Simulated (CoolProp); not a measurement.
Properties of methanol along the isotherm 387.7 K (Tc = 513.4 K, pc = 82.16 bar, ω = 0.565).

Computed with CoolProp (reference Helmholtz-energy equation of state, de Reuck 1993).

```json
[
 {"p (bar)": "74.7", "phase": "liquid", "isothermal compressibility (1/MPa)": "0.002247", "viscosity (µPa s)": "205"},
 {"p (bar)": "149", "phase": "liquid", "isothermal compressibility (1/MPa)": "0.001926", "viscosity (µPa s)": "216"},
 {"p (bar)": "224", "phase": "liquid", "isothermal compressibility (1/MPa)": "0.001695", "viscosity (µPa s)": "227"},
 {"p (bar)": "299", "phase": "liquid", "isothermal compressibility (1/MPa)": "0.001519", "viscosity (µPa s)": "237"},
 {"p (bar)": "373", "phase": "liquid", "isothermal compressibility (1/MPa)": "0.001383", "viscosity (µPa s)": "247"},
 {"p (bar)": "448", "phase": "liquid", "isothermal compressibility (1/MPa)": "0.001270", "viscosity (µPa s)": "256"},
 {"p (bar)": "523", "phase": "liquid", "isothermal compressibility (1/MPa)": "0.001176", "viscosity (µPa s)": "264"},
 {"p (bar)": "598", "phase": "liquid", "isothermal compressibility (1/MPa)": "0.001097", "viscosity (µPa s)": "273"},
 {"p (bar)": "672", "phase": "liquid", "isothermal compressibility (1/MPa)": "0.001030", "viscosity (µPa s)": "281"},
 {"p (bar)": "747", "phase": "liquid", "isothermal compressibility (1/MPa)": "0.0009701", "viscosity (µPa s)": "288"},
 {"p (bar)": "822", "phase": "liquid", "isothermal compressibility (1/MPa)": "0.0009178", "viscosity (µPa s)": "296"}
]
```

Viscosity comes from a separate model (Xiang 2006).
